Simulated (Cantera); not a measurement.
A Cantera script and its output.

```python
import numpy as np
import cantera as ct

gas = ct.Solution("h2o2.yaml")


def delay(T, t_max=10):
    gas.TPX = T, 500000, {'H2': 1, 'O2': 0.893, 'N2': 3.36}
    reactor = ct.IdealGasReactor(gas, clone=False)
    net = ct.ReactorNet([reactor])
    net.rtol, net.atol = 1e-8, 1e-16
    while net.time < t_max:
        t_old, T_old = net.time, reactor.T
        net.step()
        if reactor.T > T + 400:  # ignition: a rise of 400 K
            return t_old + (T + 400 - T_old) / (reactor.T - T_old) * (net.time - t_old)
    return np.nan


taus = []
for T in [1100, 1175, 1250, 1325, 1400, 1475, 1550]:
    taus.append(delay(T))
    print(f"T0 = {T:6g} K   tau = {taus[-1]:.4e} s")
```

Output:

```
T0 =   1100 K   tau = 5.5874e-04 s
T0 =   1175 K   tau = 2.2541e-05 s
T0 =   1250 K   tau = 9.5470e-06 s
T0 =   1325 K   tau = 5.8660e-06 s
T0 =   1400 K   tau = 4.1306e-06 s
T0 =   1475 K   tau = 3.1403e-06 s
T0 =   1550 K   tau = 2.5190e-06 s
```

Model: the H2/O2 subset of GRI-Mech 3.0, which has no nitrogen chemistry, integrated in Cantera. The hydrogen kinetics of GRI-Mech 3.0 are dated; newer H2 mechanisms differ, most at raised pressure. Where the delays flatten at high temperature, the 400 K rule measures the pace of heat release, not the induction time.
